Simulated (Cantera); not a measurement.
# Carbon deposition, reforming and gasification: C₃H₆ + O₂

Feed: 1 mol C₃H₆, 0.62 mol O₂, held at 3.30 mbar.

Cantera equilibrium calculation (NASA polynomials, part measured and part estimated; ideal gas, pure solids and liquids). Candidate condensed phases: C, C₆H₆, C₇H₈, C₈H₁₈, H₂O; 110 gas species. Rates play no part.

From 1150 °C to 2500 °C the condensed part is C(graphite). The main C-bearing gas is CO throughout.

```json
[
 {"T (°C)": "1150", "x H₂": "0.707", "x H": "9.73e-5", "x CO": "0.292", "x C₃": "<1e-12", "x C₂H₂ (acetylene)": "2.43e-6", "n C(graphite)": "1.76"},
 {"T (°C)": "1300", "x H₂": "0.707", "x H": "0.000595", "x CO": "0.292", "x C₃": "<1e-12", "x C₂H₂ (acetylene)": "1.46e-5", "n C(graphite)": "1.76"},
 {"T (°C)": "1450", "x H₂": "0.705", "x H": "0.00267", "x CO": "0.292", "x C₃": "2.96e-12", "x C₂H₂ (acetylene)": "6.38e-5", "n C(graphite)": "1.76"},
 {"T (°C)": "1600", "x H₂": "0.699", "x H": "0.00940", "x CO": "0.291", "x C₃": "2.96e-10", "x C₂H₂ (acetylene)": "0.000218", "n C(graphite)": "1.76"},
 {"T (°C)": "1750", "x H₂": "0.684", "x H": "0.0273", "x CO": "0.288", "x C₃": "1.47e-8", "x C₂H₂ (acetylene)": "0.000611", "n C(graphite)": "1.75"},
 {"T (°C)": "1900", "x H₂": "0.648", "x H": "0.0676", "x CO": "0.283", "x C₃": "4.21e-7", "x C₂H₂ (acetylene)": "0.00143", "n C(graphite)": "1.75"},
 {"T (°C)": "2050", "x H₂": "0.581", "x H": "0.145", "x CO": "0.271", "x C₃": "7.72e-6", "x C₂H₂ (acetylene)": "0.00281", "n C(graphite)": "1.73"},
 {"T (°C)": "2200", "x H₂": "0.474", "x H": "0.267", "x CO": "0.253", "x C₃": "9.85e-5", "x C₂H₂ (acetylene)": "0.00457", "n C(graphite)": "1.71"},
 {"T (°C)": "2350", "x H₂": "0.337", "x H": "0.425", "x CO": "0.230", "x C₃": "0.000931", "x C₂H₂ (acetylene)": "0.00597", "n C(graphite)": "1.67"},
 {"T (°C)": "2500", "x H₂": "0.200", "x H": "0.578", "x CO": "0.205", "x C₃": "0.00684", "x C₂H₂ (acetylene)": "0.00608", "n C(graphite)": "1.52"}
]
```
x: gas mole fraction; n: condensed amount in mol.
